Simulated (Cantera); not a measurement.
Charge: 1 mol HBr, 0.2 mol H2, 0.17 mol N2, 1.2 mol H2O, held at 13.0 mbar.

Cantera equilibrium calculation (NASA polynomials, part measured and part estimated; ideal gas, pure solids and liquids). Candidate condensed phases: Br2, H2O; 27 gas species. The numbers say what is thermodynamically allowed, not how fast it happens. All values below are at 2898 K.

Base state: H 0.366, Br 0.209, H2 0.133, O 0.0971, H2O 0.0680, OH 0.0571, N2 0.0361, O2 0.0197 (mole fractions); condensed: gas only.

Task: What changes in the equilibrium state with this change: pressure from 13.0 mbar to 90.0 Pa?

Result: 
| species | before | after |
|---|---|---|
| H | 0.366 | 0.581 |
| O | 0.0971 | 0.179 |
| Br | 0.209 | 0.168 |
| H2 | 0.133 | 0.0233 |
| H2O | 0.0680 | 0.00152 |
| HBr | 0.0117 | 0.00104 |
| OH | 0.0571 | 0.0116 |
| O2 | 0.0197 | 0.00466 |
| N2 | 0.0361 | 0.0282 |
| N | 1.17e-5 | 3.94e-5 |
| NO | 0.00275 | 0.00118 |
